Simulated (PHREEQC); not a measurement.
PHREEQC input (ion-association model, wateq4f.dat):

```
SOLUTION_SPECIES
  SO4-2 + 10H+ + 8e- = H2S + 4H2O  # shut off: sulfate is not reduced
    -log_k -100
    -delta_h 0
    -analytic -100
SOLUTION 1
  temp 25
  units mol/kgw
  pH 7 charge
  S(6) 0.009719
  Zn 0.0095
  Mg 8.9e-05
  F 3.3e-05
  Na 0.000293
SOLUTION 2
  temp 25
  units mol/kgw
  pH 7 charge
  Cl 0.0097
  S(6) 0.0711
  Li 0.0182
  Mn(2) 0.062
END
SELECTED_OUTPUT 1
  -reset false
  -pH true
  -pe true
  -ionic_strength true
  -water true
  -totals Cl F Li Mg Mn Na S Zn Mn(2) Mn(3)
    Mn(6) Mn(7) S(-2) S(6)
  -molalities H+ Cl- F- Li+ Mg+2 Mn+2 Na+ SO4-2 Zn+2 MgF+
    MgOH+ NaSO4- MgSO4 HSO4- H2S HS- S-2 O2 LiSO4- OH-
    Mn+3 MnCl+ MnCl2 MnCl3- MnOH+ Mn(OH)3- MnF+ MnSO4 MnO4- MnO4-2
    HF HF2- ZnCl+ ZnCl2 ZnCl3- ZnCl4-2 ZnF+ ZnOH+ Zn(OH)2 Zn(OH)3-
    Zn(OH)4-2 ZnOHCl Zn(HS)2 Zn(HS)3- ZnSO4 Zn(SO4)2-2 H2F2 NaF
  -saturation_indices Brucite Pyrochroite Zn(OH)2-e Zn4(OH)6SO4 Zn5(OH)8Cl2 Halite Mirabilite Epsomite Goslarite ZnF2
PRINT
  -reset false
MIX 1
  1 1
  2 0
END
# ... the last block is repeated for the other 10 points of share of solution B
```

Selected output (columns that matter, 11 of 11 rows; share of solution B added in front):

```
share of solution B	pH	mu	Cl	F	Li	Mg	Mn	Na	S	Zn	si_Brucite	si_Pyrochroite	si_Zn(OH)2-e	si_Zn4(OH)6SO4
0	5.7645	0.026251	0	3.3e-05	0	8.9e-05	0	0.000293	0.009719	0.0095	-9.777	-1000	-2.4158	-6.0461
0.1	3.2572	0.041961	0.00097	2.97e-05	0.00182	8.01e-05	0.0062	0.0002637	0.015857	0.00855	-14.916	-11.348	-7.5615	-21.471
0.2	2.9938	0.057091	0.00194	2.64e-05	0.00364	7.12e-05	0.0124	0.0002344	0.021995	0.0076	-15.548	-11.626	-8.2004	-23.409
0.3	2.849	0.071811	0.00291	2.31e-05	0.00546	6.23e-05	0.0186	0.0002051	0.028133	0.00665	-15.937	-11.779	-8.596	-24.636
0.4	2.751	0.086221	0.00388	1.98e-05	0.00728	5.34e-05	0.0248	0.0001758	0.034271	0.0057	-16.233	-11.883	-8.899	-25.599
0.5	2.6777	0.10038	0.00485	1.65e-05	0.0091	4.45e-05	0.031	0.0001465	0.040409	0.00475	-16.486	-11.96	-9.1591	-26.45
0.6	2.6197	0.11434	0.00582	1.32e-05	0.01092	3.56e-05	0.0372	0.0001172	0.046548	0.0038	-16.723	-12.021	-9.4024	-27.271
0.7	2.572	0.12813	0.00679	9.9e-06	0.01274	2.67e-05	0.0434	8.79e-05	0.052686	0.00285	-16.965	-12.07	-9.65	-28.134
0.8	2.5316	0.14176	0.00776	6.6e-06	0.01456	1.78e-05	0.0496	5.86e-05	0.058824	0.0019	-17.24	-12.111	-9.9316	-29.152
0.9	2.4968	0.15526	0.00873	3.3e-06	0.01638	8.9e-06	0.0558	2.93e-05	0.064962	0.00095	-17.627	-12.147	-10.325	-30.631
1	2.4662	0.16864	0.0097	0	0.0182	0	0.062	0	0.0711	0	-1000	-12.178	-1000	-1000
```
